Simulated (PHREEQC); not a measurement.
PHREEQC input (ion-association model, wateq4f.dat):

```
SOLUTION_MASTER_SPECIES
  An  An-  0  An  62.0  # stands for a non-complexing anion
SOLUTION_SPECIES
  An- = An-
    -log_k 0
    -gamma 3.0 0
PHASES
  Fix_H+
    H+ = H+
    -log_k 0
SOLUTION 1
  temp 25
  units mmol/kgw
  pH 7 charge
  B 0.0001
  Na 50
  An 50
END
SELECTED_OUTPUT 1
  -reset false
  -pH true
  -pe true
  -ionic_strength true
  -water true
  -totals B Na
  -molalities Hfo_wOH Hfo_wOH2+ Hfo_wO- Hfo_sOH Hfo_sOH2+ Hfo_sO- Hfo_wH2BO3
USER_PUNCH 1
  -headings sigma psi
  10 PUNCH EDL("sigma", "Hfo"), EDL("psi", "Hfo")
PRINT
  -reset false
USE solution 1
SURFACE 1
  Hfo_wOH 8.08989e-05 600 0.036
  Hfo_sOH 2.02247e-06
EQUILIBRIUM_PHASES 1
  Fix_H+ -3 HAn 10
    -force_equality true
  O2(g) -0.68 10
END
# ... the last block is repeated for the other 16 points of pH, with NaOH or the acid as the point needs
```

Selected output (columns that matter, 17 of 17 rows; pH added in front):

```
pH	mu	B	Na	m_Hfo_wOH	m_Hfo_wOH2+	m_Hfo_wO-	m_Hfo_sOH	m_Hfo_sOH2+	m_Hfo_sO-	m_Hfo_wH2BO3	sigma	psi
3	0.051213	9.9999e-08	0.05	2.9029e-06	7.7994e-05	2.4751e-09	7.2571e-08	1.9498e-06	6.1877e-11	1.2266e-12	0.35712	0.16923
3.5	0.050408	9.9997e-08	0.05	7.7023e-06	7.3178e-05	1.8572e-08	1.9256e-07	1.8294e-06	4.643e-10	3.2538e-12	0.335	0.16636
4	0.05015	9.9993e-08	0.05	1.6547e-05	6.4255e-05	9.7614e-08	4.1367e-07	1.6064e-06	2.4404e-09	6.9893e-12	0.29377	0.15977
4.5	0.050064	9.9988e-08	0.05	2.8169e-05	5.2383e-05	3.47e-07	7.0421e-07	1.3096e-06	8.6751e-09	1.1897e-11	0.23827	0.14911
5	0.050032	9.9983e-08	0.05	3.9655e-05	4.0351e-05	8.9275e-07	9.9137e-07	1.0088e-06	2.2319e-08	1.6747e-11	0.18068	0.13502
5.5	0.050018	9.9979e-08	0.05	4.891e-05	3.0173e-05	1.8162e-06	1.2227e-06	7.5432e-07	4.5406e-08	2.0651e-11	0.12985	0.1183
6	0.050011	9.9977e-08	0.05	5.5275e-05	2.2516e-05	3.1086e-06	1.3819e-06	5.6289e-07	7.7716e-08	2.3327e-11	0.088864	0.099385
6.5	0.050007	9.9975e-08	0.05	5.9053e-05	1.7202e-05	4.6442e-06	1.4763e-06	4.3004e-07	1.161e-07	2.4882e-11	0.057501	0.078421
7	0.050004	9.9974e-08	0.05	6.0984e-05	1.3692e-05	6.2224e-06	1.5246e-06	3.4231e-07	1.5556e-07	2.5568e-11	0.034204	0.055532
7.5	0.050002	9.9974e-08	0.05	6.1825e-05	1.1376e-05	7.6973e-06	1.5456e-06	2.8441e-07	1.9243e-07	2.5523e-11	0.016846	0.031067
8	0.050001	9.9976e-08	0.050001	6.2092e-05	9.7187e-06	9.088e-06	1.5523e-06	2.4297e-07	2.272e-07	2.4446e-11	0.002888	0.0056452
8.5	0.050005	9.9979e-08	0.050006	6.1994e-05	8.3116e-06	1.0593e-05	1.5499e-06	2.0779e-07	2.6483e-07	2.1289e-11	-0.010447	-0.019955
9	0.050015	9.9985e-08	0.050018	6.1451e-05	6.8871e-06	1.2561e-05	1.5363e-06	1.7218e-07	3.1402e-07	1.5031e-11	-0.02598	-0.04493
9.5	0.050044	9.9992e-08	0.050049	6.0081e-05	5.344e-06	1.5474e-05	1.502e-06	1.336e-07	3.8685e-07	7.6943e-12	-0.046385	-0.06857
10	0.050132	9.9997e-08	0.05014	5.7209e-05	3.7626e-06	1.9927e-05	1.4302e-06	9.4064e-08	4.9818e-07	2.9225e-12	-0.074018	-0.090392
10.5	0.050402	9.9999e-08	0.050415	5.2021e-05	2.3358e-06	2.6542e-05	1.3005e-06	5.8395e-08	6.6354e-07	9.1572e-13	-0.11084	-0.11016
11	0.051252	1e-07	0.05127	4.3873e-05	1.2319e-06	3.5794e-05	1.0968e-06	3.0799e-08	8.9484e-07	2.51e-13	-0.15826	-0.12768
```

The oxide is taken as insoluble; below pH 4 it would dissolve.
